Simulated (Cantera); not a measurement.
An isothermal, constant-pressure homogeneous reactor starts with 2.50 % CH₄, 97.5 % N₂, at 1973 K and 10.00 Torr.

Computed with Cantera and GRI-Mech 3.0 (53 species, 325 reactions). GRI-Mech 3.0 stops at C3 and has no aromatics, soot or wall deposition, so with more carbon than oxygen in the feed, carbon stays in small species such as C2H2 where larger ones or solid carbon would form. Radical loss at walls, strong at low pressure, is not modelled.

Question: Predict: x(CH₄) at 60.0 s; x(C₂H₄) at 60.0 s; x(C₂H₂) at 60.0 s; x(HCN) at 60.0 s; x(H₂) at 60.0 s.

Answer: 
- x(CH₄) at 60.0 s = 2.32e-8 (gas-phase equilibrium 5.37e-8)
- x(C₂H₄) at 60.0 s = 4.45e-8 (gas-phase equilibrium 4.17e-9)
- x(C₂H₂) at 60.0 s = 0.0121 (gas-phase equilibrium 0.00113)
- x(HCN) at 60.0 s = 0.000183 (gas-phase equilibrium 0.0221)
- x(H₂) at 60.0 s = 0.0354 (gas-phase equilibrium 0.0354)
